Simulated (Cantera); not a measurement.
Feed: 1 mol PbF₂, 3.6 mol H₂, held at 100 Torr.

Equilibrium computed with Cantera from the NASA thermochemical tables; the gas is ideal and each condensed phase is pure. Candidate condensed phases: Pb, PbF₂; 16 gas species. The numbers say what is thermodynamically allowed, not how fast it happens.

Problem. At 1525 K, list the 4 most abundant gas species with their mole fractions, and the condensed phases.

Solution. H₂ 0.465, HF 0.356, Pb 0.178, PbF 0.000788. Condensed: gas only.
